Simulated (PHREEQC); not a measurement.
A solution holds 0.89 mmol/kgw CaCl2, 3.7 mmol/kgw H2SO4 and 0.82 mmol/kgw Na2SO4, at 20 °C. Closed to the air; pH follows from the charge balance.

Computed with PHREEQC (ion-association model, wateq4f.dat).

This is a speciation only: nothing precipitates in the calculation.

Order these S species by the share of S that they hold, largest first: HSO4-, CaHSO4+, SO4-2, CaSO4, NaSO4-.

SO4-2 (71 %), HSO4- (25 %), CaSO4 (3.9 %), NaSO4- (0.35 %), CaHSO4+ (0.14 %)

Order these Ca species by the share of Ca that they hold, largest first: CaSO4, Ca+2, CaHSO4+.

Ca+2 (80 %), CaSO4 (20 %), CaHSO4+ (0.69 %)

The pH is 2.25 and the ionic strength 0.0132 mol/kgw.
